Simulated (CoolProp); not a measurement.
Vapour-liquid equilibrium of propane (1) + R152A (2) at 1810 kPa; x and y are mole fractions of (1).

Computed with CoolProp (multi-fluid Helmholtz-energy mixture model, Lemmon 2009 and Outcalt 1996; pair parameters Bell 2016).

Task: Give the bubble temperature and the first vapour's composition at x = 0.2, 0.8, 0.95. Is there an azeotrope?

Result: x = 0.2: 328.6 K, y = 0.331; x = 0.8: 320.6 K, y = 0.768; x = 0.95: 323.7 K, y = 0.925. y crosses x between x = 0.65 and 0.8: the model has an azeotrope there.

The pair parameters rest on a limited set of measurements; away from them the model extrapolates.
